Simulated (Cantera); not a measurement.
Cantera with NASA thermochemical tables; ideal gases at 1 bar, condensed phases pure. Values are per mole of reaction as written; species without (g) are pure solids or liquids, kept so even where they would boil at 1 bar.

FeS₂ + 2 H₂(g) = 2 H₂S(g) + Fe

```
T (K)  ΔH° (kJ)  ΔS° (J/K)  ΔG° (kJ)  log10 K
-----  --------  ---------  --------  -------
423       127.1      114.9      78.5    -9.69
523       124.4      109.1      67.3    -6.72
623         [?]        [?]       [?]      [?]
723         [?]        [?]       [?]      [?]
823       118.3       99.7      36.2    -2.30
923       117.2       98.4      26.3    -1.49
```

**Question.** Fill in the missing entries.

**Answer.** 
- 623, ΔH° (kJ): 122.0
- 623, ΔS° (J/K): 104.9
- 623, ΔG° (kJ): 56.6
- 623, log10 K: -4.75
- 723, ΔH° (kJ): 119.9
- 723, ΔS° (J/K): 101.9
- 723, ΔG° (kJ): 46.3
- 723, log10 K: -3.34
